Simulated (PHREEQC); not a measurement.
Make-up at 25 °C: 0.0018 mol/kgw CuSO4, 0.00026 mol/kgw HBF4 and 0.0015 mol/kgw H3BO3. Closed to the air; pH follows from the charge balance.

Model: ion-association model, wateq4f.dat, run in PHREEQC.

**Question.** The ionic strength comes out as 0.00670 mol/kgw. What activity coefficients do Cu+2, BF3OH-, BF4-, HSO4-, H+ get?

**Answer.** Cu+2 0.72, BF3OH- 0.91, BF4- 0.91, HSO4- 0.92, H+ 0.92.

This is a speciation only: nothing precipitates in the calculation. Real BF4- forms and hydrolyses slowly; the run takes it at equilibrium.
